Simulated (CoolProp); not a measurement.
Vapour-liquid equilibrium of ethylbenzene (1) + o-xylene (2) at 312.1 K; x and y are mole fractions of (1).

Computed with CoolProp (multi-fluid Helmholtz-energy mixture model, Zhou 2012 and Zhou 2012; pair parameters Bell 2016).

```csv
x,"bubble pressure, mixture model (MPa)","bubble pressure, Raoult's law (MPa)","y, mixture model","y, Raoult's law"
0.05,0.001990,0.001989,0.069,0.069
0.2,0.002116,0.002105,___,0.259
0.35,___,0.002221,___,0.429
0.5,0.002371,0.002337,___,0.583
0.65,___,0.002453,0.722,0.722
0.8,___,0.002570,0.844,0.848
0.95,___,0.002686,___,0.964
```

**Question.** Fill in the missing entries.

**Answer.** 
- 0.2, y, mixture model: 0.264
- 0.35, bubble pressure, mixture model (MPa): 0.002245
- 0.35, y, mixture model: 0.437
- 0.5, y, mixture model: 0.588
- 0.65, bubble pressure, mixture model (MPa): 0.002489
- 0.8, bubble pressure, mixture model (MPa): 0.002597
- 0.95, bubble pressure, mixture model (MPa): 0.002695
- 0.95, y, mixture model: 0.961

The largest gap from Raoult's law is +1.5 % in bubble pressure, at x = 0.65. No azeotrope shows between x = 0.05 and 0.95.

Pair parameters are fitted to limited data, so mixtures are less certain than the pure fluids.
